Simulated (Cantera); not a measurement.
Predominance diagram of V at 1100 K against the partial pressures of O2 and N2 (log10, bar). Cantera with NASA thermochemical tables; ideal gases at 1 bar, condensed phases pure. Candidates: V(s), VN(s), VO(s), V2O3(s), V2O4(s), V2O5(l). Only these pure phases compete in this equilibrium. VN, VO: taken at fixed stoichiometry. Not in the tables: V3O5 to V6O13, V2N.

Problem. Which phase is stable at these pairs, and which metal-bearing vapour leads over it? (-13.8, -2.1); (-13, -2.1); (-3.2, -17); (-13, -14.9); (-2.4, 0); (-4.9, -12.8); (-6.5, -2.1)

Solution. 
```
log p(O2)  log p(N2)    phase  chief vapour  log p (bar)
---------  ---------  -------  ------------  -----------
-13.8           -2.1  V2O3(s)           VO2        -13.3
-13             -2.1  V2O3(s)           VO2        -13.1
-3.2             -17  V2O4(s)           VO2        -12.8
-13            -14.9  V2O3(s)           VO2        -13.1
-2.4               0  V2O5(l)           VO2        -12.9
-4.9           -12.8  V2O4(s)           VO2        -12.8
-6.5            -2.1  V2O4(s)           VO2        -12.8
```
